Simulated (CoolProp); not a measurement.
Vapour-liquid equilibrium of m-xylene (1) + o-xylene (2) at 508 K; x and y are mole fractions of (1).

Computed with CoolProp (multi-fluid Helmholtz-energy mixture model, Zhou 2012 and Zhou 2012; pair parameters Bell 2016).

Task: Give the bubble pressure and the first vapour's composition at x = 0.05, 0.25, 0.45. Is there an azeotrope?

Result: x = 0.05: 6.911 bar, y = 0.054; x = 0.25: 7.071 bar, y = 0.268; x = 0.45: 7.241 bar, y = 0.474. No azeotrope shows between x = 0.05 and 0.95.

Pair parameters are fitted to limited data, so mixtures are less certain than the pure fluids.
